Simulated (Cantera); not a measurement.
Ignition delay

Mixture: CH₄ : O₂ : N₂ = 1 : 1.18 : 4.42 (molar parts), equivalence ratio 1.7, at 760 Torr, adiabatic and at constant volume. Ignition delay is the time to a rise of 400 K.

Computed with Cantera and GRI-Mech 3.0 (53 species, 325 reactions).

```json
[
 {"T0 (K)": "1250", "delay (ms)": "28.1"},
 {"T0 (K)": "1300", "delay (ms)": "14.4"},
 {"T0 (K)": "1350", "delay (ms)": "7.61"},
 {"T0 (K)": "1400", "delay (ms)": "4.14"},
 {"T0 (K)": "1450", "delay (ms)": "2.33"},
 {"T0 (K)": "1500", "delay (ms)": "1.35"},
 {"T0 (K)": "1550", "delay (ms)": "0.812"},
 {"T0 (K)": "1600", "delay (ms)": "0.507"},
 {"T0 (K)": "1650", "delay (ms)": "0.328"}
]
```

The apparent activation energy between 1550 and 1650 K is 190 kJ/mol.
